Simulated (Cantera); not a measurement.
Cantera with NASA thermochemical tables; ideal gases at 1 bar, condensed phases pure. Values are per mole of reaction as written; species without (g) are pure solids or liquids, kept so even where they would boil at 1 bar. TaC: taken at fixed stoichiometry.

4 TaC + 7 NO2(g) → 4 CO(g) + 2 Ta2O5 + 7 N(g), with ΔH° = -888.1 kJ and ΔS° = 300.2 J/K at 300 K.

**Question.** How far is the shortcut ΔG° ≈ ΔH°(300 K) − T·ΔS°(300 K) from the full temperature-dependent value at 350, 500, 650, 800, 950, 1100, 1250, 1400, 1550, 1700, 1850 K?

**Answer.** 
| T (K) | shortcut (kJ) | full (kJ) | difference (kJ) | difference in log10 K |
|---|---|---|---|---|
| 350 | -993.2 | -993.6 | 0.5 | -0.07 |
| 500 | -1038.2 | -1044.5 | 6.4 | -0.66 |
| 650 | -1083.2 | -1099.9 | 16.7 | -1.34 |
| 800 | -1128.2 | -1158.1 | 29.8 | -1.95 |
| 950 | -1173.3 | -1218.4 | 45.1 | -2.48 |
| 1100 | -1218.3 | -1280.3 | 62.1 | -2.95 |
| 1250 | -1263.3 | -1343.7 | 80.4 | -3.36 |
| 1400 | -1308.3 | -1408.2 | 99.8 | -3.72 |
| 1550 | -1353.3 | -1473.6 | 120.2 | -4.05 |
| 1700 | -1398.4 | -1539.8 | 141.4 | -4.34 |
| 1850 | -1443.4 | -1606.7 | 163.3 | -4.61 |
The shortcut ignores the heat-capacity change of the reaction.
